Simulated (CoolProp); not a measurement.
A simple Rankine cycle with cyclopropane: condensing at 305.15 K, boiler at 4.77 MPa, turbine inlet 472 K, turbine efficiency 0.65, pump efficiency 0.6, no recuperator. Each further row changes one setting.

Computed with CoolProp (reference Helmholtz-energy equation of state, Polt 1992). This equation is an older, rougher fit; its heat capacities, sound speeds and derivatives of the liquid may be far off and weren't checked against measurements.

| case | thermal efficiency (%) | net work (kJ/kg) | heat in (kJ/kg) | turbine exit temperature (K) | volume ratio over the turbine |
|---|---|---|---|---|---|
| as stated | 11.1 | 72.2 | 652 | 410.5 | 5.57 |
| condensing temperature 297.15 K | [?] | [?] | 671 | 404.2 | 6.83 |
| boiler pressure 3.34 MPa | 9.3 | 62.6 | 674 | 426.3 | 3.80 |
| turbine efficiency 0.55 | [?] | [?] | 652 | 417.0 | 5.67 |

Complete the blanks.


- condensing temperature 297.15 K, thermal efficiency (%): 12.2
- condensing temperature 297.15 K, net work (kJ/kg): 81.7
- turbine efficiency 0.55, thermal efficiency (%): 9.1
- turbine efficiency 0.55, net work (kJ/kg): 59.4
